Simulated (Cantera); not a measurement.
Pyrogenic steam for wet oxidation

A perfectly stirred reactor is fed with H2 : O2 : N2 = 4.5 : 1 : 3.1 (molar parts), equivalence ratio 2.2, at 750 Torr; it is held at 1150 K, and followed from long to short residence time.

Detailed kinetics in Cantera: the H2/O2 subset of GRI-Mech 3.0, which has no nitrogen chemistry. The temperature is held fixed by assumption; the heat of reaction is taken as removed at once.

```
τ (s)     x H2      x O2  x H2O       x H       x O      x OH    x HO2
-------  -----  --------  -----  --------  --------  --------  -------
5.2      0.329   6.19e-5  0.263  0.000147   8.65e-9   7.15e-7  1.21e-7
1.2      0.329  0.000130  0.263  0.000303   3.75e-8   1.50e-6  2.54e-7
0.30     0.329  0.000260  0.262  0.000605   1.50e-7   3.04e-6  5.10e-7
0.071    0.329  0.000536  0.262   0.00124   6.33e-7   6.47e-6  1.05e-6
0.017    0.329   0.00110  0.260   0.00250   2.64e-6   1.41e-5  2.15e-6
0.0040   0.329   0.00230  0.257   0.00506   1.12e-5   3.30e-5  4.45e-6
0.00095  0.331   0.00485  0.251   0.00996   4.64e-5   8.30e-5  9.22e-6
0.00023  0.334    0.0104  0.237    0.0186  0.000184  0.000223  1.90e-5
```
x: mole fraction; the columns are a selection and need not sum to one.
